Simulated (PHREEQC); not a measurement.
Model water analysis in mg/L, 28 °C, pH 7.08, pe 1.5:

```tsv
constituent	mg/L
Na	44.5
K	10.6
Ca	17.7
Mg	18.5
Cl	29.6
S(6) as SO4	151
Alkalinity as HCO3	33.8
Si as SiO2	0.185
B	0.35
```

Na is adjusted to close the charge balance.
Valence states are taken as typed.

The numbers come from PHREEQC with the ion-association model, phreeqc.dat.

No solid was allowed to form.

Task: Order these C species by the share of C that they hold, largest first: HCO3-, CO2, CaHCO3+, MgHCO3+.

Result: HCO3- (85 %), CO2 (14 %), MgHCO3+ (0.47 %), CaHCO3+ (0.31 %)

Task: Order these Mg species by the share of Mg that they hold, largest first: MgHCO3+, MgSO4, Mg+2.

Result: Mg+2 (84 %), MgSO4 (15 %), MgHCO3+ (0.39 %)

The pH is 7.08 and the ionic strength 0.00661 mol/kgw. Complexes and solids missing from the database can't appear.
